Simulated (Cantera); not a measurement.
Standard-state values (1 bar) from the NASA 1993 polynomials, evaluated with Cantera. Values are per mole of reaction as written; species without (g) are pure solids or liquids, kept so even where they would boil at 1 bar.

4 SO2(g) + SiC2(g) ⇌ 4 O2(g) + 2 CS2(g) + Si(g)

| T (K) | ΔH° (kJ) | ΔS° (J/K) | ΔG° (kJ) | log10 K |
|---|---|---|---|---|
| 300 | … | … | … | … |
| 2823 | 1270.9 | 254.0 | 553.9 | -10.25 |
| 2848 | 1271.0 | 254.0 | 547.5 | -10.04 |
| 2873 | 1271.2 | 254.1 | 541.2 | -9.84 |
| 2898 | 1271.4 | 254.2 | 534.8 | -9.64 |
| 2923 | 1271.6 | 254.2 | 528.5 | -9.44 |
| 2948 | 1271.7 | 254.3 | 522.1 | -9.25 |
| 2973 | 1271.9 | 254.3 | 515.8 | -9.06 |
| 2998 | … | … | … | … |

Q: Complete the blanks.

A: 
- 300, ΔH° (kJ): 1256.2
- 300, ΔS° (J/K): 235.2
- 300, ΔG° (kJ): 1185.7
- 300, log10 K: -206.44
- 2998, ΔH° (kJ): 1272.1
- 2998, ΔS° (J/K): 254.4
- 2998, ΔG° (kJ): 509.4
- 2998, log10 K: -8.88
